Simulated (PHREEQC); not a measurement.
0.2 mol of Gypsum (CaSO4:2H2O) is brought to equilibrium with 1 kg of water holding 6.1 mmol/kgw KCl, with rising amounts of MgCl2, at 25 °C. Oxygen is held at 0.21 atm. No CO2 enters from the air. Only these solids could form: Gypsum.

The numbers come from PHREEQC with the ion-association model, wateq4f.dat.

```json
[
 {"MgCl2 added (mol)": "0", "dissolved Ca (mol/kgw)": "0.0163", "dissolved S (mol/kgw)": "0.0163", "Mg+2 (mol/kgw)": "0", "MgSO4 (mol/kgw)": "0"},
 {"MgCl2 added (mol)": "0.00208", "dissolved Ca (mol/kgw)": "0.0170", "dissolved S (mol/kgw)": "0.0170", "Mg+2 (mol/kgw)": "0.00136", "MgSO4 (mol/kgw)": "0.000719"},
 {"MgCl2 added (mol)": "0.00417", "dissolved Ca (mol/kgw)": "0.0177", "dissolved S (mol/kgw)": "0.0177", "Mg+2 (mol/kgw)": "0.00278", "MgSO4 (mol/kgw)": "0.00139"},
 {"MgCl2 added (mol)": "0.00625", "dissolved Ca (mol/kgw)": "0.0183", "dissolved S (mol/kgw)": "0.0183", "Mg+2 (mol/kgw)": "0.00423", "MgSO4 (mol/kgw)": "0.00201"},
 {"MgCl2 added (mol)": "0.00833", "dissolved Ca (mol/kgw)": "0.0190", "dissolved S (mol/kgw)": "0.0190", "Mg+2 (mol/kgw)": "0.00573", "MgSO4 (mol/kgw)": "0.00260"},
 {"MgCl2 added (mol)": "0.0104", "dissolved Ca (mol/kgw)": "0.0196", "dissolved S (mol/kgw)": "0.0196", "Mg+2 (mol/kgw)": "0.00725", "MgSO4 (mol/kgw)": "0.00315"},
 {"MgCl2 added (mol)": "0.0125", "dissolved Ca (mol/kgw)": "0.0202", "dissolved S (mol/kgw)": "0.0202", "Mg+2 (mol/kgw)": "0.00881", "MgSO4 (mol/kgw)": "0.00368"},
 {"MgCl2 added (mol)": "0.0146", "dissolved Ca (mol/kgw)": "0.0207", "dissolved S (mol/kgw)": "0.0207", "Mg+2 (mol/kgw)": "0.0104", "MgSO4 (mol/kgw)": "0.00419"},
 {"MgCl2 added (mol)": "0.0167", "dissolved Ca (mol/kgw)": "0.0213", "dissolved S (mol/kgw)": "0.0213", "Mg+2 (mol/kgw)": "0.0120", "MgSO4 (mol/kgw)": "0.00467"},
 {"MgCl2 added (mol)": "0.0187", "dissolved Ca (mol/kgw)": "0.0218", "dissolved S (mol/kgw)": "0.0218", "Mg+2 (mol/kgw)": "0.0136", "MgSO4 (mol/kgw)": "0.00512"},
 {"MgCl2 added (mol)": "0.0208", "dissolved Ca (mol/kgw)": "0.0223", "dissolved S (mol/kgw)": "0.0223", "Mg+2 (mol/kgw)": "0.0152", "MgSO4 (mol/kgw)": "0.00557"},
 {"MgCl2 added (mol)": "0.0229", "dissolved Ca (mol/kgw)": "0.0228", "dissolved S (mol/kgw)": "0.0228", "Mg+2 (mol/kgw)": "0.0169", "MgSO4 (mol/kgw)": "0.00600"},
 {"MgCl2 added (mol)": "0.025", "dissolved Ca (mol/kgw)": "0.0233", "dissolved S (mol/kgw)": "0.0233", "Mg+2 (mol/kgw)": "0.0186", "MgSO4 (mol/kgw)": "0.00642"}
]
```
